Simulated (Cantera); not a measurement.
A freely propagating, adiabatic, planar premixed flame of CO : H2 : O2 : N2 = 1 : 0.063 : 0.625 : 2.35 (molar parts), equivalence ratio 0.85, unburnt at 375 K and 0.340 bar; mixture-averaged transport, grid criteria slope 0.08 and curve 0.16, no radiation.

Cantera simulation using GRI-Mech 3.0 (53 species, 325 reactions); the numbers are that mechanism's predictions, not measurements. Burning velocities carry a grid error of a few per cent, more on coarse grids.

Question: What does this change do: 0.066 parts CO2 added?

Answer: 
| quantity | before | after |
|---|---|---|
| laminar burning velocity | 55.3 cm/s | 52.0 cm/s |
| thermal thickness | 2.95 mm | 2.99 mm |
| peak x(H) | 0.00989 | 0.00907 |

Question: What does this change do: inlet temperature 375 to 598 K?

Answer: 
| quantity | before | after |
|---|---|---|
| laminar burning velocity | 55.3 cm/s | 132 cm/s |
| thermal thickness | 2.95 mm | 3.76 mm |
| peak x(H) | 0.00989 | 0.0124 |
